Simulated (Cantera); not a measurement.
**Silicon nitride deposition: SiH2Cl2 + NH3 + H2**

Input: 1 mol SiH2Cl2, 1.1 mol NH3, 5.5 mol H2, held at 1.00 Torr.

Equilibrium computed with Cantera from the NASA thermochemical tables; the gas is ideal and each condensed phase is pure. Candidate condensed phases: NH4Cl, Si, Si3N4; 28 gas species. Mutual solubility and eutectic melting of coexisting phases are not modelled. The tables' values for SiCl3, SiCl are old estimates; treat these amounts as uncertain. The numbers say what is thermodynamically allowed, not how fast it happens.

From 975 K to 1425 K the condensed part is Si3N4(s). At 1475 K the condensed part is Si(s) + Si3N4(s). The main Si-bearing gas is SiCl4 at 975 K and SiCl2 at 1475 K.

```tsv
T (K)	log p H2	log p HCl	log p SiCl2	log p N2	log p SiCl4	log p SiCl3	n Si3N4(s)	n Si(s)
975	-2.95	-3.71	-6.97	-7.22	-4.60	-6.51	0.275	0
1025	-2.95	-3.71	-6.23	-7.29	-4.63	-6.09	0.275	0
1075	-2.96	-3.70	-5.60	-7.25	-4.69	-5.75	0.275	0
1125	-2.96	-3.68	-5.15	-7.01	-4.83	-5.54	0.275	0
1175	-2.96	-3.66	-4.87	-6.57	-5.09	-5.47	0.274	0
1225	-2.97	-3.64	-4.71	-6.05	-5.44	-5.52	0.272	0
1275	-2.97	-3.64	-4.60	-5.56	-5.82	-5.61	0.266	0
1325	-2.97	-3.66	-4.49	-5.18	-6.21	-5.71	0.252	0
1375	-2.97	-3.70	-4.37	-4.90	-6.59	-5.81	0.231	0
1425	-2.97	-3.76	-4.27	-4.70	-6.99	-5.92	0.205	0
1475	-2.96	-3.82	-4.18	-4.54	-7.40	-6.05	0.174	0.00906
```
log p: log10 of the partial pressure in bar; n: condensed amount in mol.
